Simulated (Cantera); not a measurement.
What does this Cantera script print?

```python
import numpy as np
import cantera as ct

gas_names = """
    H HI H2 I I2 Na NaH NaI Na2
""".split()
cond_names = """
    I2(cr) I2(L) Na(cr) Na(L) NaI(s) NaI(L)
""".split()


# ... load() reads the species with a 1 bar reference pressure and builds the phases ...
atoms = {
    'NaI': {'Na': 1, 'I': 1},
    'H2': {'H': 2},
}
top_T = {}  # K; cautious upper limits of use, not melting points


# ... equilibrate(T, P, feed) seeds the gas with the atoms and calls Mixture.equilibrate('TP', solver="vcs", rtol=1e-11, max_steps=5000) ...
results = []
feed = {'NaI': 1, 'H2': 4.2}  # mol
T = 1273  # K
for P in [0.1, 1.6, 25, 400, 6300, 100000]:
    mix = equilibrate(T, P, feed)
    results.append((T, P, feed, dict(zip(mix.species_names, mix.species_moles))))

top = {s: max(r[3][s] / sum(r[3][g] for g in gas_names) for r in results) for s in gas_names}
cols = sorted((s for s in top if top[s] > 1e-05), key=lambda s: -top[s])[:5]
seen = [c for c in cond_names if any(r[3].get(c, 0) > 1e-12 for r in results)]
print("log10 of partial pressures in bar; condensed amounts in mol")
print(f"{'P/Pa':>10s}" + "".join(f"{s[:9]:>10s}" for s in cols + seen))
for T, P, feed, n in results:
    ng = sum(n[g] for g in gas_names)
    print(f"{P:10.4g}" + "".join(f"{np.log10(max(n[s] / ng * P / 1e5, 1e-99)):10.3f}" for s in cols)
          + "".join(f"{n.get(c, 0):10.4g}" for c in seen))
```

It prints:

```
log10 of partial pressures in bar; condensed amounts in mol
      P/Pa        H2       NaI        Na         I         H    NaI(L)
       0.1    -6.113    -6.860    -7.341    -7.345    -9.204         0
       1.6    -4.894    -5.549    -6.679    -6.696    -8.594         0
        25    -3.696    -4.328    -6.045    -6.109    -7.995         0
       400    -2.491    -3.117    -5.365    -5.578    -7.392         0
      6300    -1.294    -1.918    -4.600    -5.144    -6.794         0
     1e+05    -0.022    -1.300    -4.027    -5.099    -6.158    0.7778
```

Equilibrium computed with Cantera from the NASA thermochemical tables; the gas is ideal and each condensed phase is pure. Gases not in the tables: NaBr and NaI dimers.
